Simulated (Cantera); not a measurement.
Charge: 1 mol SiO2, 13 mol H2, equilibrated at 1625 K and 0.290 bar.

Equilibrium computed with Cantera from the NASA thermochemical tables; the gas is ideal and each condensed phase is pure. Candidate condensed phases: H2O, Si, SiO2; 18 gas species. The tables hold silica as quartz up to 1696 K and as liquid above; real silica turns to tridymite and cristobalite and melts near 1996 K. Kinetics and transport are ignored.

Base state: H2 0.999, H2O 0.000406, SiO 0.000406, H 0.000131 (mole fractions); condensed: SiO2(β-quartz).

### Question
What changes in the equilibrium state with this change: temperature from 1625 K to 2075 K?

### Answer
```json
[
 {"species": "H2", "before": "0.999", "after": "0.941"},
 {"species": "SiO", "before": "0.000406", "after": "0.0269"},
 {"species": "H2O", "before": "0.000406", "after": "0.0268"},
 {"species": "OH", "before": "2.24e-9", "after": "1.56e-5"},
 {"species": "H", "before": "0.000131", "after": "0.00480"},
 {"species": "SiO2(β-quartz), mol", "before": "0.995", "after": "0"},
 {"species": "SiO2(l), mol", "before": "0", "after": "0.640"}
]
```
